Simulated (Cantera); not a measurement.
A Cantera script and what it prints.

```python
import numpy as np
import cantera as ct

gas_names = """
    B BH BH2 BH3 BN B2 H H2 N NH NH2 NH3 N2 N2H2 N2H4
""".split()
cond_names = """
    B(b) B(L) BN(s)
""".split()


# ... load() reads the species with a 1 bar reference pressure and builds the phases ...
atoms = {
    'B': {'B': 1},
    'N2': {'N': 2},
    'H2': {'H': 2},
}
top_T = {'BN(s)': 3200}  # K; cautious upper limits of use, not melting points


# ... equilibrate(T, P, feed) seeds the gas with the atoms and calls Mixture.equilibrate('TP', solver="vcs", rtol=1e-11, max_steps=5000) ...
results = []
feed = {'B': 1, 'N2': 17, 'H2': 28}  # mol
T = 900  # K
P = 47000  # Pa
mix = equilibrate(T, P, feed)
results.append((T, P, feed, dict(zip(mix.species_names, mix.species_moles))))
x = sorted(zip(gas.X, gas.species_names), reverse=True)
print(f"T = {T:g} K  P = {P:g} Pa  gas = {mix.phase_moles(0):.4g} mol")
print("   x: " + "  ".join(f"{s} {v:.3e}" for v, s in x if v > 1e-05))
print("   condensed (mol): " + ("  ".join(f"{mix.phase(i).name} {mix.phase_moles(i):.4g}"
      for i in range(1, mix.n_phases) if mix.phase_moles(i) > 1e-12) or "none"))
```

It prints:

```
T = 900 K  P = 47000 Pa  gas = 44.49 mol
   x: H2 6.291e-01  N2 3.708e-01  NH3 1.730e-04
   condensed (mol): BN(s) 1
```

Equilibrium computed with Cantera from the NASA thermochemical tables; the gas is ideal and each condensed phase is pure. N2 is the only nitrogen source here; it is nearly inert below about 1500 K, so the nitride shown seldom forms there in practice.
